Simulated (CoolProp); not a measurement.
Properties of water at several states.

Model: reference Helmholtz-energy equation of state, Wagner 2002, in CoolProp.

```json
[
 {"T (K)": "442.1", "p (kPa)": "672", "phase": "gas", "expansivity (1/kK)": "…", "viscosity (µPa s)": "14.7"},
 {"T (K)": "808.5", "p (kPa)": "51800", "phase": "supercritical", "expansivity (1/kK)": "5.007", "viscosity (µPa s)": "39.9"},
 {"T (K)": "807", "p (kPa)": "16.5", "phase": "gas", "expansivity (1/kK)": "1.240", "viscosity (µPa s)": "…"},
 {"T (K)": "281.3", "p (kPa)": "40500", "phase": "liquid", "expansivity (1/kK)": "0.1579", "viscosity (µPa s)": "…"},
 {"T (K)": "462.8", "p (kPa)": "148", "phase": "gas", "expansivity (1/kK)": "2.238", "viscosity (µPa s)": "15.8"}
]
```

### Question
Fill in the missing entries.

### Answer

- 442.1, expansivity (1/kK): 2.876
- 807, viscosity (µPa s): 29.9
- 281.3, viscosity (µPa s): 1340

Viscosity comes from a separate model (Huber 2009).
